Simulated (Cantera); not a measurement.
# Low-pressure radical oxidation in H2/O2

An isothermal, constant-pressure homogeneous reactor starts with H₂ : O₂ = 0.069 : 1 (molar parts), at 1450 K and 10.00 Torr.

Cantera simulation using GRI-Mech 3.0 (53 species, 325 reactions); the numbers are that mechanism's predictions, not measurements. Radical loss at walls, strong at low pressure, is not modelled. The temperature is held fixed by assumption; the heat of reaction is taken as removed at once.

| t (s) | x H₂ | x O₂ | x OH | x O | x H₂O₂ |
|---|---|---|---|---|---|
| 1.00e-6 | 0.0645 | 0.935 | 7.59e-11 | 7.61e-11 | <1e-12 |
| 5.37e-6 | 0.0645 | 0.935 | 1.97e-9 | 1.99e-9 | 1.30e-12 |
| 2.89e-5 | 0.0645 | 0.935 | 3.84e-8 | 4.06e-8 | 3.70e-11 |
| 0.000155 | 0.0645 | 0.935 | 9.67e-7 | 1.12e-6 | 1.00e-9 |
| 0.000833 | 0.0239 | 0.903 | 0.0120 | 0.0217 | 9.26e-8 |
| 0.00447 | 0.00130 | 0.883 | 0.00811 | 0.0439 | 5.54e-8 |
| 0.0240 | 0.00104 | 0.895 | 0.00728 | 0.0340 | 5.30e-8 |
| 0.129 | 0.000369 | 0.920 | 0.00440 | 0.0114 | 3.76e-8 |
| 0.693 | 3.16e-5 | 0.932 | 0.00130 | 0.000944 | 1.14e-8 |
| 3.72 | 2.11e-6 | 0.933 | 0.000336 | 6.27e-5 | 2.19e-9 |
| 20.0 | 5.77e-7 | 0.933 | 0.000176 | 1.71e-5 | 1.15e-9 |
x: mole fraction; the columns are a selection and need not sum to one.

Equilibrium at this temperature and pressure: H₂ 5.70e-7, O₂ 0.933, OH 0.000174, O 1.69e-5, H₂O₂ 1.14e-9 (gas phase only).
